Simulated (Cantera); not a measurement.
An adiabatic, constant-pressure homogeneous reactor starts with 6.50 % CH₄, 18.9 % O₂, 71.5 % N₂, 3.12 % CO₂, equivalence ratio 0.69, at 1075 K and 0.820 bar.

Model: GRI-Mech 3.0 (53 species, 325 reactions), integrated in Cantera.

x: mole fraction; the columns are a selection and need not sum to one.

```csv
t (s),T (K),x CH₄,x O₂,x CO₂,x H₂O,x NO,x C₂H₄,x HCN
3.00e-6,1075,0.0650,0.189,0.0312,<1e-12,<1e-12,<1e-12,<1e-12
1.19e-5,1075,0.0650,0.189,0.0312,<1e-12,<1e-12,<1e-12,<1e-12
4.75e-5,1075,0.0650,0.189,0.0312,1.44e-11,<1e-12,<1e-12,<1e-12
0.000189,1075,0.0650,0.189,0.0312,2.22e-10,<1e-12,<1e-12,<1e-12
0.000754,1075,0.0650,0.189,0.0312,3.80e-9,<1e-12,<1e-12,<1e-12
0.00300,1075,0.0650,0.189,0.0312,8.10e-8,<1e-12,1.42e-11,<1e-12
0.0119,1075,0.0650,0.189,0.0312,2.44e-6,<1e-12,___,<1e-12
0.0475,1075,0.0650,0.189,0.0312,3.05e-5,<1e-12,___,<1e-12
0.189,1078,0.0645,0.188,0.0312,0.000413,<1e-12,___,<1e-12
0.754,2302,<1e-12,0.0554,0.0907,0.125,0.00765,<1e-12,2.55e-12
3.00,2302,<1e-12,0.0554,0.0907,0.125,0.00769,<1e-12,2.55e-12
```

**Question.** What belongs in the gaps?

**Answer.** 
- 0.0119, x C₂H₄: 2.98e-9
- 0.0475, x C₂H₄: 9.83e-8
- 0.189, x C₂H₄: 4.15e-6
